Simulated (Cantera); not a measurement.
**Thermodynamics of thermal oxidation and active oxidation of silicon, feed Si + CO2 + N2**

Feed: 1 mol Si, a varied amount of CO2, 38 mol N2, equilibrated at 1423.15 K and 10.0 Pa.

These are equilibrium values from Cantera (NASA tables, ideal gas, pure condensed phases), not measurements of a reactor. Candidate condensed phases: C, Si, SiC, SiO2, Si2N2O, Si3N4; 34 gas species. N2 is the only nitrogen source here; it is nearly inert below about 1500 K, so the nitride shown seldom forms there in practice. Mutual solubility and eutectic melting of coexisting phases are not modelled. The tables hold silica as quartz up to 1696 K and as liquid above; real silica turns to tridymite and cristobalite and melts near 1996 K. Kinetics and transport are ignored.

At 0.48 mol CO2 the condensed part is SiC(s) + Si2N2O(s). From 0.56 mol CO2 to 0.9 mol CO2 the condensed part is Si2N2O(s). From 1.1 mol CO2 to 2.4 mol CO2 the condensed part is SiO2(β-quartz). The main Si-bearing gas is SiO throughout. The share of Si in condensed phases is highest at 2.4 mol CO2 (100.0 %) and lowest at 1.1 mol CO2 (10.0 %).

| n(CO2) (mol) | log p N2 | log p CO | log p SiO | log p CO2 | log p Si | n SiC(s) | n Si2N2O(s) | n SiO2(β-quartz) |
|---|---|---|---|---|---|---|---|---|
| 0.48 | -4.01 | -5.94 | -6.70 | -13.69 | -10.04 | 0.0386 | 0.443 | 0 |
| 0.56 | -4.01 | -5.83 | -6.50 | -13.20 | -10.24 | 0 | 0.440 | 0 |
| 0.66 | -4.01 | -5.77 | -6.08 | -12.29 | -10.66 | 0 | 0.340 | 0 |
| 0.77 | -4.01 | -5.71 | -5.86 | -11.79 | -10.88 | 0 | 0.230 | 0 |
| 0.9 | -4.02 | -5.64 | -5.69 | -11.40 | -11.04 | 0 | 0.1000 | 0 |
| 1.1 | -4.02 | -5.56 | -5.65 | -10.05 | -12.26 | 0 | 0 | 0.1000 |
| 1.2 | -4.02 | -5.52 | -5.70 | -9.96 | -12.36 | 0 | 0 | 0.200 |
| 1.5 | -4.02 | -5.43 | -5.90 | -9.66 | -12.77 | 0 | 0 | 0.500 |
| 1.7 | -4.02 | -5.37 | -6.12 | -9.39 | -13.21 | 0 | 0 | 0.700 |
| 2 | -4.02 | -5.30 | -7.72 | -7.72 | <-16 | 0 | 0 | 0.992 |
| 2.4 | -4.03 | -5.31 | -9.44 | -6.00 | <-16 | 0 | 0 | 1.000 |
log p: log10 of the partial pressure in bar; n: condensed amount in mol.
